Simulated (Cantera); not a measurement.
# Thermodynamics of aluminium nitride and oxide growth, feed Al + HCl + H₂ + H₂O

Input: 1 mol Al, 2.5 mol HCl, a varied amount of H₂, 0.65 mol H₂O, at 1673 K and 28.0 mbar.

Method: chemical equilibrium by Gibbs-energy minimisation in Cantera with the NASA 1993 tables (ideal gas, pure condensed phases). Candidate condensed phases: Al, AlCl₃, Al₂O₃, H₂O; 29 gas species. The tables' values for AlCl₂ are old estimates; treat these amounts as uncertain. The numbers say what is thermodynamically allowed, not how fast it happens.

```json
[
 {"n(H₂) (mol)": "4.4", "log p H₂": "-1.67", "log p HCl": "-2.33", "log p AlCl₃": "-2.96", "log p AlCl": "-3.20", "log p AlCl₂": "-3.40", "log p H": "-4.78", "n Al₂O₃(s)": "0.217"},
 {"n(H₂) (mol)": "7.1", "log p H₂": "-1.64", "log p HCl": "-2.43", "log p AlCl₃": "-3.19", "log p AlCl": "-3.21", "log p AlCl₂": "-3.52", "log p H": "-4.77", "n Al₂O₃(s)": "0.217"},
 {"n(H₂) (mol)": "11", "log p H₂": "-1.62", "log p HCl": "-2.54", "log p AlCl₃": "-3.46", "log p AlCl": "-3.25", "log p AlCl₂": "-3.68", "log p H": "-4.75", "n Al₂O₃(s)": "0.217"},
 {"n(H₂) (mol)": "18", "log p H₂": "-1.60", "log p HCl": "-2.67", "log p AlCl₃": "-3.83", "log p AlCl": "-3.33", "log p AlCl₂": "-3.90", "log p H": "-4.74", "n Al₂O₃(s)": "0.216"},
 {"n(H₂) (mol)": "30", "log p H₂": "-1.58", "log p HCl": "-2.84", "log p AlCl₃": "-4.29", "log p AlCl": "-3.44", "log p AlCl₂": "-4.19", "log p H": "-4.74", "n Al₂O₃(s)": "0.216"},
 {"n(H₂) (mol)": "48", "log p H₂": "-1.57", "log p HCl": "-3.01", "log p AlCl₃": "-4.78", "log p AlCl": "-3.58", "log p AlCl₂": "-4.50", "log p H": "-4.73", "n Al₂O₃(s)": "0.216"},
 {"n(H₂) (mol)": "77", "log p H₂": "-1.57", "log p HCl": "-3.19", "log p AlCl₃": "-5.32", "log p AlCl": "-3.75", "log p AlCl₂": "-4.85", "log p H": "-4.73", "n Al₂O₃(s)": "0.216"},
 {"n(H₂) (mol)": "120", "log p H₂": "-1.56", "log p HCl": "-3.37", "log p AlCl₃": "-5.85", "log p AlCl": "-3.92", "log p AlCl₂": "-5.20", "log p H": "-4.72", "n Al₂O₃(s)": "0.216"}
]
```
log p: log10 of the partial pressure in bar; n: condensed amount in mol.

From 4.4 mol H₂ to 120 mol H₂ the condensed part is Al₂O₃(s). The main Al-bearing gas is AlCl₃ at 4.4 mol H₂ and AlCl at 120 mol H₂.
